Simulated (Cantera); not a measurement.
A closed system holds: 1 mol Si, 1.6 mol HBr, at 1525 K and 0.0133 bar.

Cantera equilibrium calculation (NASA polynomials, part measured and part estimated; ideal gas, pure solids and liquids). Candidate condensed phases: Br₂, Si; 19 gas species. The tables' values for SiBr₃, SiBr are old estimates; treat these amounts as uncertain. Kinetics and transport are ignored.

Base state: H₂ 0.383, SiBr₂ 0.363, HBr 0.236, SiBr₃ 0.00751, Br 0.00714, SiBr₄ 0.00270, SiHBr₃ 0.000311, SiBr 0.000147 (mole fractions); condensed: Si(s).

What changes in the equilibrium state with this change: temperature from 1525 K to 1648.15 K?


```
species       before     after
----------  --------  --------
H₂             0.383     0.384
SiBr₂          0.363     0.368
HBr            0.236     0.225
Br           0.00714    0.0169
Si           1.42e-6   1.94e-5
SiBr₄        0.00270  0.000507
SiBr        0.000147  0.000678
H           0.000127  0.000478
SiHBr₃      0.000311   9.15e-5
Si(s), mol     0.404     0.399
```

What changes in the equilibrium state with this change: 0.23 mol O₂ added?


| species | before | after |
|---|---|---|
| H₂ | 0.383 | 0.360 |
| SiBr₂ | 0.363 | 0.341 |
| HBr | 0.236 | 0.222 |
| SiO | 0 | 0.0608 |
| SiH₂Br₂ | 1.72e-5 | 1.52e-5 |
| SiHBr₃ | 0.000311 | 0.000275 |
| SiBr₄ | 0.00270 | 0.00239 |
| Si(s), mol | 0.404 | 0.122 |
| SiO₂(β-quartz), mol | 0 | 0.178 |
Mutual solubility and eutectic melting of coexisting phases are not modelled. The tables hold silica as quartz up to 1696 K and as liquid above; real silica turns to tridymite and cristobalite and melts near 1996 K. Further candidate phases: H₂O, SiO₂.
